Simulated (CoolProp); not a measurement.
Computed with CoolProp (reference Helmholtz-energy equation of state, Schmidt 1985). Above 300 K oxygen's equation is extrapolated.

Question: For oxygen, give the phase and the Z, cv (kJ/(kg K)), speed of sound (m/s), expansivity (1/kK) at -64.55 °C and 5.95 MPa.

Answer: 
- -64.55 °C and 5.95 MPa: supercritical; Z 0.842, cv 0.699, speed of sound 263, expansivity 8.34
